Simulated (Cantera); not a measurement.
An isothermal, constant-pressure homogeneous reactor starts with H₂ : O₂ : N₂ = 1.2 : 1 : 18 (molar parts), at 1350 K and 510 Torr.

Model: GRI-Mech 3.0 (53 species, 325 reactions), integrated in Cantera. The temperature is held fixed by assumption; the heat of reaction is taken as removed at once.

x: mole fraction; the columns are a selection and need not sum to one.

```
t (s)         x H₂    x O₂     x NO       x O    x HO₂
--------  --------  ------  -------  --------  -------
0.000300   0.00431  0.0222  9.78e-6   0.00342  6.83e-6
0.000798   0.00117  0.0206  1.20e-5  0.000744  5.52e-6
0.00212   0.000167  0.0204  1.21e-5   9.77e-5  2.48e-6
0.00565    2.24e-5  0.0204  1.21e-5   1.35e-5  5.40e-7
0.0150     4.16e-6  0.0204  1.21e-5   2.71e-6  1.17e-7
0.0399     1.07e-6  0.0204  1.21e-5   7.40e-7  3.28e-8
0.106            ?  0.0204  1.21e-5         ?        ?
0.283      1.55e-7  0.0204  1.21e-5   1.09e-7  8.09e-9
0.752      1.10e-7  0.0204  1.21e-5   7.62e-8  7.35e-9
2.00       1.07e-7  0.0204  1.21e-5   7.36e-8  7.31e-9
```

Q: Complete the blanks.

A: 
- 0.106, x H₂: 3.54e-7
- 0.106, x O: 2.50e-7
- 0.106, x HO₂: 1.28e-8
